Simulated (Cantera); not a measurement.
# Boron, boron nitride and boron oxide: BF3 + N2

A closed system holds: 1 mol BF3, 32 mol N2, at 11.0 Pa.

Cantera equilibrium calculation (NASA polynomials, part measured and part estimated; ideal gas, pure solids and liquids). Candidate condensed phases: B, BN; 13 gas species. The tables' values for BF2 are old estimates; treat these amounts as uncertain. Equilibrium is a limit: real reactors are often held back by kinetics, nucleation or transport.

From 1773 K to 2098 K nothing is condensed. The main B-bearing gas is BF3 throughout.

| T (K) | log p N2 | log p BF3 | log p F | log p BF2 | log p BF |
|---|---|---|---|---|---|
| 1773 | -3.97 | -5.48 | -7.85 | -7.86 | -10.17 |
| 1798 | -3.97 | -5.48 | -7.72 | -7.73 | -9.94 |
| 1823 | -3.97 | -5.48 | -7.60 | -7.60 | -9.72 |
| 1848 | -3.97 | -5.48 | -7.48 | -7.48 | -9.50 |
| 1873 | -3.97 | -5.48 | -7.36 | -7.37 | -9.29 |
| 1898 | -3.97 | -5.48 | -7.24 | -7.25 | -9.09 |
| 1923 | -3.97 | -5.49 | -7.13 | -7.14 | -8.89 |
| 1948 | -3.97 | -5.49 | -7.02 | -7.04 | -8.70 |
| 1973 | -3.97 | -5.49 | -6.91 | -6.94 | -8.52 |
| 1998 | -3.97 | -5.50 | -6.81 | -6.84 | -8.34 |
| 2023 | -3.97 | -5.50 | -6.71 | -6.74 | -8.16 |
| 2048 | -3.97 | -5.51 | -6.61 | -6.65 | -7.99 |
| 2073 | -3.97 | -5.52 | -6.51 | -6.56 | -7.83 |
| 2098 | -3.97 | -5.53 | -6.42 | -6.47 | -7.67 |
log p: log10 of the partial pressure in bar; nothing condenses.
